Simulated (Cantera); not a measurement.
Cantera run:

```python
import numpy as np
import cantera as ct

gas_names = """
    C CO CO2 C2 C2O C3 C3O2 C4 C5 O O2 O3 Ti TiO TiO2
""".split()
cond_names = """
    C(gr) Ti(a) Ti(b) Ti(L) TiC(s) TiC(L) TiO(a) TiO(b) TiO(L) TiO2(ru) TiO2(L) Ti2O3(a) Ti2O3(b)
    Ti2O3(L) Ti3O5(a) Ti3O5(b) Ti3O5(L) Ti4O7(s) Ti4O7(L)
""".split()


# ... load() reads the species with a 1 bar reference pressure and builds the phases ...
atoms = {
    'Ti': {'Ti': 1},
    'CO2': {'C': 1, 'O': 2},
    'CO': {'C': 1, 'O': 1},
}
top_T = {'C(gr)': 4500}  # K; cautious upper limits of use, not melting points


# ... equilibrate(T, P, feed) seeds the gas with the atoms and calls Mixture.equilibrate('TP', solver="vcs", rtol=1e-11, max_steps=5000) ...
results = []
feed = {'Ti': 1, 'CO2': 0.26, 'CO': 3.1}  # mol
T = 623.15  # K
P = 10000  # Pa
mix = equilibrate(T, P, feed)
results.append((T, P, feed, dict(zip(mix.species_names, mix.species_moles))))
print(gas.report(threshold=1e-06))
for i in range(1, mix.n_phases):
    print(f"{mix.phase(i).name:16s} {mix.phase_moles(i):12.5e} mol")
```

Result:

```
       temperature   623.15 K
          pressure   10000 Pa
           density   0.084696 kg/m^3
  mean mol. weight   43.882 kg/kmol
   phase of matter   gas

                          1 kg             1 kmol
                     ---------------   ---------------
          enthalpy       -8.5979e+06        -3.773e+08  J
   internal energy        -8.716e+06       -3.8248e+08  J
           entropy            6025.1        2.6439e+05  J/K
    Gibbs function       -1.2352e+07       -5.4205e+08  J
 heat capacity c_p            1088.7             47777  J/K
 heat capacity c_v            899.28             39462  J/K

                      mass frac. Y      mole frac. X     chem. pot. / RT
                     ---------------   ---------------   ---------------
                CO          0.005052         0.0079147            -53.01
               CO2           0.99495           0.99209           -105.03
     [  +13 minor]        7.3126e-23        4.7169e-23

C(gr)             2.54678e+00 mol
Ti(a)             0.00000e+00 mol
TiC(s)            0.00000e+00 mol
TiO(a)            0.00000e+00 mol
TiO2(ru)          1.00000e+00 mol
Ti2O3(b)          0.00000e+00 mol
Ti3O5(b)          0.00000e+00 mol
Ti4O7(s)          0.00000e+00 mol
```

Equilibrium computed with Cantera from the NASA thermochemical tables; the gas is ideal and each condensed phase is pure.
